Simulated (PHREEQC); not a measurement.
# Nickel, zinc or cadmium bath: an equilibrium model

Dissolve 3.1 mmol/kgw ZnCl2, 3.5 mmol/kgw Na2SO4 and 1.1 mmol/kgw H2SO4 at 20 °C. Closed to the air; pH follows from the charge balance.

Model: ion-association model, phreeqc.dat, run in PHREEQC.

No solid was allowed to form.

Q: Estimate the pH.

A: pH 2.78.

Q: In which forms is S present?

A: SO4-2 76 %, ZnSO4 14 %, HSO4- 7.4 %, NaSO4- 1.5 %, Zn(SO4)2-2 0.9 % of the S.

Species that the database lacks are ignored.
